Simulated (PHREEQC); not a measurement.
Dissolve 0.16 mol Li2SO4 per kg of water at 20 °C. Closed to the air; pH follows from the charge balance.

Computed with PHREEQC (ion-association model, phreeqc.dat).

### Question
The ionic strength comes out as 0.408 mol/kgw. What activity coefficients do LiSO4-, Li+, SO4-2 get?

### Answer
LiSO4- 0.70, Li+ 0.72, SO4-2 0.22.

Precipitation was switched off in this run.
